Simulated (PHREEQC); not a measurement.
NaOH is added in steps, without added water, to 1 kg of water holding 0.019 mol/kgw H2SO4, 0.00037 mol/kgw Li2SO4 and 0.0025 mol/kgw Na2SO4, at 25 °C. O2 is buffered at 0.21 atm. CO2 from the air is kept out. Only these solids could form: Mirabilite.

Base run: PHREEQC, ion-association model, wateq4f.dat. Each further column changes one thing. The table gives NaSO4- (mol/kgw).

```tsv
NaOH added (mol)	base	temperature from 25 to 70 °C	Na2SO4 left out	H2SO4 replaced by K2SO4 at the same molality	no solid may form
0	0.000114	7.90e-5	0	0.000203	0.000114
0.005	0.000246	0.000182	0.000110	0.000395	0.000246
0.00875	0.000358	0.000281	0.000204	0.000533	0.000358
0.01375	0.000528	0.000448	0.000348	0.000708	0.000528
0.0175	0.000673	0.000606	0.000472	0.000833	0.000673
0.0225	0.000891	0.000867	0.000662	0.000994	0.000891
0.02625	0.00108	0.00110	0.000824	0.00111	0.00108
0.03125	0.00135	0.00148	0.00107	0.00126	0.00135
0.035	0.00158	0.00180	0.00128	0.00137	0.00158
0.04	0.00184	0.00215	0.00152	0.00151	0.00184
```

 Constants without temperature data keep their 25 °C values here.
